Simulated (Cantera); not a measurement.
An adiabatic, constant-volume homogeneous reactor starts with 5.04 % CH4, 1.16 % H2, 19.7 % O2, 74.1 % N2, equivalence ratio 0.54, at 1573 K and 15.0 bar.

Computed with Cantera and GRI-Mech 3.0 (53 species, 325 reactions). The pressure lies above the range GRI-Mech 3.0 was tuned for (to about 10 atm).

### Question
Predict: time of steepest temperature rise; temperature at 1.00 s; equilibrium temperature; x(H2) at 1.00 s; x(O2) at 1.00 s; x(HCO) at 1.00 s; x(N2O) at 1.00 s.

### Answer
```
Item                                                                 Value
---------------------------------  ---------------------------------------
time of steepest temperature rise                                  26.1 µs
temperature at 1.00 s                                               2780 K
equilibrium temperature                                             2780 K
x(H2) at 1.00 s                    0.00147 (gas-phase equilibrium 0.00147)
x(O2) at 1.00 s                      0.0790 (gas-phase equilibrium 0.0790)
x(HCO) at 1.00 s                   6.57e-9 (gas-phase equilibrium 6.57e-9)
x(N2O) at 1.00 s                   5.87e-6 (gas-phase equilibrium 5.87e-6)
```
